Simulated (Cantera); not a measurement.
A perfectly stirred reactor is fed with H₂ : O₂ = 0.012 : 1 (molar parts), equivalence ratio 0.0060, at 1330 Pa; it is held at 1250 K, and followed from long to short residence time.

Computed with Cantera and the H2/O2 subset of GRI-Mech 3.0, which has no nitrogen chemistry. Radical loss at walls, strong at low pressure, is not modelled.

### Question
Predict: x(H₂) at τ = 25.0 s; x(O₂) at τ = 25.0 s; x(H₂O) at τ = 25.0 s; x(HO₂) at τ = 25.0 s; x(OH) at τ = 25.0 s; x(H₂) at τ = 0.140 s; x(O₂) at τ = 0.140 s; x(H₂O) at τ = 0.140 s; x(HO₂) at τ = 0.140 s; x(OH) at τ = 0.140 s.

### Answer
```
Quantity                 Result
---------------------  --------
x(H₂) at τ = 25.0 s     6.79e-6
x(O₂) at τ = 25.0 s       0.988
x(H₂O) at τ = 25.0 s     0.0118
x(HO₂) at τ = 25.0 s    1.42e-7
x(OH) at τ = 25.0 s    0.000214
x(H₂) at τ = 0.140 s   0.000137
x(O₂) at τ = 0.140 s      0.981
x(H₂O) at τ = 0.140 s    0.0111
x(HO₂) at τ = 0.140 s   7.47e-7
x(OH) at τ = 0.140 s   0.000935
```
